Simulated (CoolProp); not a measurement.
Properties of R124 at several states.

Computed with CoolProp (reference Helmholtz-energy equation of state, de Vries 1995).

```
T (K)  p (bar)  phase       Z  cv (kJ/(kg K))  Joule-Thomson coefficient (K/MPa)  expansivity (1/kK)  conductivity (mW/(m K))  fugacity coefficient
-----  -------  -----  ------  --------------  ---------------------------------  ------------------  -----------------------  --------------------
384.1     4.26    gas  0.9536          0.7900                              10.61               3.060                     20.5                0.9554
385.8     15.4    gas  0.8164          0.8236                              12.53               5.142                     21.9                0.8433
275.4     1.22    gas  0.9574          0.6475                              31.36               4.257                     11.4                0.9593
```

Thermal conductivity comes from a separate model (Huber 2003), an estimate that may be off by 10 % or more.
